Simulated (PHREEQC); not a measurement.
Synthetic water in mg/kgw, 25 °C, pH 6.37, pe 11.5: Na 2390; K 242; Ca 264; Mg 191; Cl 2100; S(6) as SO4 3930; Alkalinity as HCO3 0.0443; Si as SiO2 90.1.

Valence states are taken as typed.

Model: ion-association model, wateq4f.dat, run in PHREEQC.

Question: The ionic strength comes out as 0.162 mol/kgw. What activity coefficients do NaSO4-, Cl-, Ca+2, K+, Na+ get?

Answer: NaSO4- 0.76, Cl- 0.73, Ca+2 0.34, K+ 0.73, Na+ 0.76.

Precipitation was switched off in this run. Examples of supersaturated solids here: Quartz (slow to form), Chalcedony (slow to form). Others may be too.
